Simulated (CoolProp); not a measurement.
100 sccm (0 °C, 1 atm) of nitrogen bubbles through liquid 1,2-dichloroethane at 295 K and leaves saturated at a total pressure of 0.15 MPa (ideal gas phase). Each further row changes one setting.

Model: reference Helmholtz-energy equation of state, Thol 2015, in CoolProp.

```json
[
 {"case": "as stated", "vapour pressure (kPa)": "9.03", "mole fraction of vapour": "0.0602", "delivery (mg/min)": "28.3", "delivery (sccm)": "6.40", "change of delivery for a bath 1 K warmer (%)": "5.3"},
 {"case": "bath temperature 300 K", "vapour pressure (kPa)": "11.5", "mole fraction of vapour": "0.0765", "delivery (mg/min)": "36.6", "delivery (sccm)": "8.29", "change of delivery for a bath 1 K warmer (%)": "5.2"},
 {"case": "total pressure 0.3 MPa", "vapour pressure (kPa)": "9.03", "mole fraction of vapour": "0.0301", "delivery (mg/min)": "13.7", "delivery (sccm)": "3.10", "change of delivery for a bath 1 K warmer (%)": "5.2"}
]
```
